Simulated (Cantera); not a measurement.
**Fluorocarbon and chlorocarbon gases: CHF3**

Input: 1 mol CHF3, held at 2598 K.

Cantera equilibrium calculation (NASA polynomials, part measured and part estimated; ideal gas, pure solids and liquids). Candidate condensed phases: C, C6H6, C7H8, C8H18; 95 gas species. The tables' values for C2F4 are old estimates; treat these amounts as uncertain. Gases not in the tables: C2F6 and larger saturated fluorocarbons. Equilibrium is a limit: real reactors are often held back by kinetics, nucleation or transport.

| P (Pa) | log p F | log p HF | log p CF2 | log p CF4 | log p H | log p C3 | log p C | log p CF | log p CF3 | n C(graphite) |
|---|---|---|---|---|---|---|---|---|---|---|
| 1 | -5.22 | -5.80 | -8.84 | -16.88 | -5.99 | -6.21 | -6.40 | -6.76 | -13.90 | 0 |
| 10 | -4.21 | -4.52 | -6.64 | -12.66 | -5.73 | -5.67 | -6.22 | -5.57 | -10.69 | 0.671 |
| 100 | -3.21 | -3.47 | -4.66 | -8.70 | -5.67 | -5.67 | -6.22 | -4.58 | -7.72 | 0.835 |
| 1000 | -2.33 | -2.42 | -2.89 | -5.15 | -5.51 | -5.67 | -6.22 | -3.69 | -5.06 | 0.596 |
| 10000 | -1.67 | -1.34 | -1.56 | -2.50 | -5.08 | -5.67 | -6.22 | -3.03 | -3.07 | 0.300 |
| 100000 | -1.24 | -0.25 | -0.71 | -0.80 | -4.42 | -5.67 | -6.22 | -2.60 | -1.79 | 0.343 |
log p: log10 of the partial pressure in bar; n: condensed amount in mol.

At 1.00 Pa nothing is condensed. From 10.0 Pa to 1.00 bar the condensed part is C(graphite). The main C-bearing gas is C3 at 1.00 Pa and CF2 at 1.00 bar. The share of C in condensed phases is highest at 1.00 mbar (83.5 %) and lowest at 1.00 Pa (0.0 %).
